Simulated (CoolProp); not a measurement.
Vapour pressure (bar) of R125: the reference equation beside estimates from Tc = 66.0 °C, pc = 36.18 bar, ω = 0.305. Clausius-Clapeyron is anchored at -3.65 °C with a constant enthalpy of vaporisation of 16.32 kJ/mol.

Computed with CoolProp (reference Helmholtz-energy equation of state, Lemmon 2005).

| T (°C) | reference | Clausius-Clapeyron | Soave-Redlich-Kwong | Peng-Robinson |
|---|---|---|---|---|
| -54.85 | … | 1.081 | 0.7142 | 0.7214 |
| -44.55 | 1.202 | 1.621 | 1.198 | 1.201 |
| -34.35 | 1.901 | … | 1.901 | … |
| -24.15 | 2.880 | … | 2.888 | 2.866 |
| -13.95 | 4.204 | 4.466 | 4.228 | 4.183 |
| -3.65 | 5.965 | 5.965 | 6.015 | 5.939 |
| 6.55 | … | 7.779 | 8.292 | 8.181 |
| 16.75 | 11.02 | 9.958 | 11.16 | … |
| 27.05 | … | 12.56 | 14.74 | 14.56 |
| 37.25 | 18.79 | … | 19.05 | 18.86 |

Q: Complete the blanks.

A: 
- -54.85, reference: 0.7183
- -34.35, Clausius-Clapeyron: 2.339
- -34.35, Peng-Robinson: 1.894
- -24.15, Clausius-Clapeyron: 3.275
- 6.55, reference: 8.204
- 16.75, Peng-Robinson: 11.01
- 27.05, reference: 14.54
- 37.25, Clausius-Clapeyron: 15.57

Absolute difference from the reference over all 10 rows, mean and median: Clausius-Clapeyron 17.4 and 13.7 %, Soave-Redlich-Kwong 0.8 and 0.7 %, Peng-Robinson 0.3 and 0.4 %.
